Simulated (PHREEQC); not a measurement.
A solution holds 0.023 mol/kgw ZnSO4, 0.0021 mol/kgw Na2SO4 and 0.00028 mol/kgw H2SO4, at 20 °C. Closed to the air; pH follows from the charge balance.

Model: ion-association model, phreeqc.dat, run in PHREEQC.

```csv
quantity,before,after
pH,3.52,3.57
ionic strength (mol/kgw),0.0605,0.0872
SO4-2 (mol/kgw),0.0145,0.0206
ZnSO4 (mol/kgw),0.00844,0.00887
Zn(SO4)2-2 (mol/kgw),0.00106,0.00159
SI of Zn(OH)2(e) (Zn(OH)2),-6.68,-6.66
```

Q: What was changed between the two runs?
A. 0.0096 mol/kgw HNO3 added
B. 0.013 mol/kgw MgSO4 added
C. ZnSO4 from 0.023 to 0.0253 mol/kgw
D. H2SO4 replaced by MgSO4 at the same molality

A: B, 0.013 mol/kgw MgSO4 added

This is a speciation only: nothing precipitates in the calculation.
